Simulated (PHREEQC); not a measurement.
A column of 0.5 m (30 cells, dispersivity 0.018 m, 60 s a shift, diffusion coefficient 3e-10 m²/s) holds 0.017 eq of the database's cation exchanger X per kg of pore water, first in equilibrium with 0.025 mol KCl and 1e-05 mol HCl per kg of water. It is flushed with 0.02 mol/kgw (NH4)2SO4 and 1e-05 mol/kgw HCl, at 15 °C. Values are for the last cell. The system is closed to CO2. No solid was allowed to form.

All values are PHREEQC results (ion-association model, phreeqc.dat), not measurements.

| pore volumes | NH4 in solution (mol/kgw) | S in solution (mol/kgw) | Cl in solution (mol/kgw) | K in solution (mol/kgw) |
|---|---|---|---|---|
| 0 | 0 | 0 | 0.0250 | 0.0250 |
| 0.1167 | 0 | 0 | 0.0250 | 0.0250 |
| 0.3167 | 1.84e-11 | 4.14e-8 | 0.0250 | 0.0250 |
| 0.4167 | 3.93e-8 | 9.49e-6 | 0.0250 | 0.0250 |
| 0.6167 | [?] | 0.000897 | 0.0239 | 0.0256 |
| 0.7167 | 0.000328 | [?] | 0.0217 | 0.0266 |
| 0.9167 | 0.00328 | 0.00849 | 0.0144 | 0.0281 |
| 1.017 | 0.00644 | 0.0116 | 0.0106 | 0.0272 |
| 1.117 | 0.0104 | 0.0142 | 0.00732 | 0.0252 |
| 1.317 | 0.0189 | 0.0176 | 0.00307 | 0.0193 |
| 1.417 | 0.0227 | 0.0185 | 0.00189 | 0.0161 |
| 1.617 | 0.0289 | 0.0195 | 0.000664 | 0.0107 |
| 1.717 | 0.0313 | 0.0197 | 0.000384 | 0.00848 |
| 1.917 | 0.0348 | 0.0199 | 0.000127 | 0.00517 |
| 2.017 | 0.0360 | 0.0199 | 7.43e-5 | 0.00397 |
| 2.117 | 0.0370 | 0.0200 | [?] | 0.00302 |
| 2.317 | 0.0383 | 0.0200 | 2.01e-5 | 0.00171 |
| 2.417 | 0.0387 | 0.0200 | 1.53e-5 | 0.00127 |
| 2.617 | 0.0393 | 0.0200 | 1.15e-5 | [?] |
| 2.717 | 0.0395 | 0.0200 | 1.08e-5 | 0.000504 |
| 2.917 | 0.0397 | 0.0200 | 1.02e-5 | 0.000265 |
| 3.017 | 0.0398 | 0.0200 | 1.01e-5 | 0.000191 |

What belongs in the gaps?


- 0.6167, NH4 in solution (mol/kgw): 4.82e-5
- 0.7167, S in solution (mol/kgw): 0.00264
- 2.117, Cl in solution (mol/kgw): 4.49e-5
- 2.617, K in solution (mol/kgw): 0.000690
